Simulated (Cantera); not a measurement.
Charge: 1 mol HCl, 1.4 mol H2O, at 3077 °C and 4.28 Torr.

Equilibrium computed with Cantera from the NASA thermochemical tables; the gas is ideal and each condensed phase is pure. Candidate condensed phases: H2O; 14 gas species. Kinetics and transport are ignored.

Base state: H 0.593, O 0.219, Cl 0.161, H2 0.0117, OH 0.00732, HCl 0.00475, O2 0.00249, H2O 0.000342 (mole fractions); condensed: gas only.

### Question
What changes in the equilibrium state with this change: pressure from 4.28 Torr to 100 Torr?

### Answer
```tsv
species	before	after
H	0.593	0.380
Cl	0.161	0.154
O	0.219	0.141
H2	0.0117	0.112
H2O	0.000342	0.0495
HCl	0.00475	0.0680
O2	0.00249	0.0242
OH	0.00732	0.0708
Cl2	5.49e-7	1.17e-5
ClO	4.84e-6	6.98e-5
```

### Question
What changes in the equilibrium state with this change: 0.61 mol NH3 added?

### Answer
| species | before | after |
|---|---|---|
| H | 0.593 | 0.654 |
| O | 0.219 | 0.162 |
| Cl | 0.161 | 0.119 |
| N2 | 0 | 0.0368 |
| H2 | 0.0117 | 0.0142 |
| NO | 0 | 0.00121 |
| N | 0 | 0.000268 |
Further candidate phases: NH4Cl.
